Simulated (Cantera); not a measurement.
# Transport properties of process gases

Gas mixture: O₂ = 0.4 (molar parts), at 1.00 bar, frozen composition.

Cantera's kinetic-theory transport with the Lennard-Jones parameters of GRI-Mech 3.0, ideal gas; thermal conductivity in the mixture-averaged form.

```
T (K)  ρ (kg/m³)  cp (J/kg/K)  μ (µPa s)  λ (mW/m/K)     Pr  D (cm²/s) NH₃  D (cm²/s) CH₄  D (cm²/s) H
-----  ---------  -----------  ---------  ----------  -----  -------------  -------------  -----------
400        0.962        941.4       25.6        33.9  0.713          0.390          0.382         2.15
550        0.700        987.2       32.1        44.7  0.709          0.703          0.663         3.74
700        0.550         1031       37.8        55.0  0.709           1.08           1.00         5.65
850        0.453         1065       43.0        64.6  0.710           1.53           1.39         7.84
1000       0.385         1090       47.9        73.6  0.710           2.02           1.83         10.3
1150       0.335         1109       52.5        82.2  0.708           2.57           2.31         13.0
1300       0.296         1125       56.9        90.4  0.708           3.17           2.83         16.0
1450       0.265         1139       61.0        98.3  0.707           3.81           3.39         19.2
1600       0.241         1151       65.1         106  0.707           4.50           4.00         22.6
```
D: mixture-averaged diffusion coefficient of that species in the mixture.
